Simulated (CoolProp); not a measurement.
Saturation properties of C2F6 (R116) (Tc = 293.0 K, pc = 3.048 MPa, ω = 0.257).

Computed with CoolProp (reference Helmholtz-energy equation of state, Lemmon 2006). It is a short technical equation, of lower accuracy than the large ones.

| T (K) | p (MPa) | liquid density (kg/m³) | liquid cp (kJ/(kg K)) | vapour Z | surface tension (mN/m) | liquid viscosity (µPa s) |
|---|---|---|---|---|---|---|
| 197.9 | 0.1177 | 1592 | 0.9490 | 0.9498 | 10.7 | 401 |
| 200.3 | 0.1332 | 1581 | 0.9553 | 0.9453 | 10.3 | 384 |
| 202.7 | 0.1501 | 1571 | 0.9618 | 0.9405 | 10.0 | 368 |
| 205.2 | 0.1695 | 1559 | 0.9687 | 0.9352 | 9.68 | 352 |
| 207.6 | 0.1898 | 1548 | 0.9755 | 0.9298 | 9.36 | 338 |
| 210 | 0.2119 | 1537 | 0.9825 | 0.9241 | 9.04 | 324 |
| 212.4 | 0.2360 | 1525 | 0.9898 | 0.9182 | 8.72 | 311 |
| 214.8 | 0.2621 | 1513 | 0.9973 | 0.9119 | 8.40 | 299 |
| 217.3 | 0.2916 | 1501 | 1.005 | 0.9051 | 8.08 | 287 |
| 219.7 | 0.3221 | 1489 | 1.013 | 0.8982 | 7.77 | 276 |
| 222.1 | 0.3551 | 1477 | 1.022 | 0.8910 | 7.46 | 265 |
| 224.5 | 0.3904 | 1465 | 1.031 | 0.8835 | 7.15 | 254 |
| 226.9 | 0.4284 | 1452 | 1.040 | 0.8756 | 6.84 | 245 |

It boils at 195.1 K under 1 atm.

Viscosity comes from a separate model (Huber 2003), an estimate that may be off by 10 % or more. Surface tension comes from a separate correlation (Mulero 2012).
